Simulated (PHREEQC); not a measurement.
Dissolve 0.62 mol KHCO3, 0.089 mol KOH and 0.00022 mol KCl per kg of water at 25 °C. Closed to the air; pH follows from the charge balance.

The numbers come from PHREEQC with the Pitzer model, pitzer.dat.

```
quantity                    before    after
------------------------  --------  -------
pH                            8.94     7.89
ionic strength (mol/kgw)     0.799    0.719
HCO3- (mol/kgw)              0.529    0.601
CO3-2 (mol/kgw)             0.0897  0.00956
CO2 (mol/kgw)             0.000748  0.00956
```

**Question.** Name the change that produced these shifts.
(A) KOH from 0.089 to 0.0445 mol/kgw
(B) KOH replaced by KBr at the same molality
(C) diluted 5-fold with water
(D) diluted 10-fold with water
(E) KCl replaced by KHSO4 at the same molality

**Answer.** B, KOH replaced by KBr at the same molality

No solid was allowed to form.
